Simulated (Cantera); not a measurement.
CH₃OH + H₂O + CO₂ (carbon deposition, reforming and gasification)

Feed: 1 mol CH₃OH, 0.73 mol H₂O, 0.47 mol CO₂, held at 2175 K and 1.40 mbar.

These are equilibrium values from Cantera (NASA tables, ideal gas, pure condensed phases), not measurements of a reactor. Candidate condensed phases: C, C₆H₆, C₇H₈, C₈H₁₈, H₂O; 110 gas species. Equilibrium is a limit: real reactors are often held back by kinetics, nucleation or transport.

* **x(H₂)**: 0.352
* **x(CO)**: 0.298
* **x(H₂O)**: 0.228
* **x(H)**: 0.0774
* **x(CO₂)**: 0.0371
* **x(OH)**: 0.00673
* **x(O)**: 0.00104
* **x(O₂)**: 0.000284
* **gas amount**: 4.390 mol
* **log10 activity of C(graphite) (absent)**: -7.40
